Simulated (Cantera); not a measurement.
A perfectly stirred reactor is fed with 79.4 % NH₃, 20.6 % N₂, at 110000 Pa; it is held at 1850 K, and followed from long to short residence time.

Model: the gas-phase N/H chemistry of the illustrative SiF4/NH3 mechanism in the Surface Chemkin manual (1991), integrated in Cantera. Walls and surfaces, which speed up NH3 decomposition in real reactors, are not modelled.

x: mole fraction; the columns are a selection and need not sum to one.

| τ (s) | x NH₃ | x N₂ | x H | x H₂ | x N₂H₂ |
|---|---|---|---|---|---|
| 4.1 | 0.0505 | 0.328 | 0.000293 | 0.621 | 4.92e-8 |
| 1.9 | 0.0845 | 0.322 | 0.000250 | 0.593 | 1.05e-7 |
| 0.83 | 0.147 | 0.312 | 0.000199 | 0.540 | 2.32e-7 |
| 0.37 | 0.246 | 0.296 | 0.000146 | 0.458 | 4.76e-7 |
| 0.17 | 0.375 | 0.275 | 9.89e-5 | 0.350 | 8.68e-7 |
| 0.074 | 0.524 | 0.250 | 5.78e-5 | 0.225 | 1.43e-6 |
| 0.033 | 0.642 | 0.231 | 3.10e-5 | 0.127 | 1.97e-6 |
| 0.015 | 0.716 | 0.219 | [?] | [?] | [?] |
| 0.0066 | 0.757 | 0.212 | 7.52e-6 | 0.0301 | 2.58e-6 |
| 0.0029 | 0.777 | 0.209 | [?] | [?] | 2.63e-6 |

Task: What belongs in the gaps?

Result: 
- 0.015, x H: 1.58e-5
- 0.015, x H₂: 0.0649
- 0.015, x N₂H₂: 2.36e-6
- 0.0029, x H: 3.48e-6
- 0.0029, x H₂: 0.0134
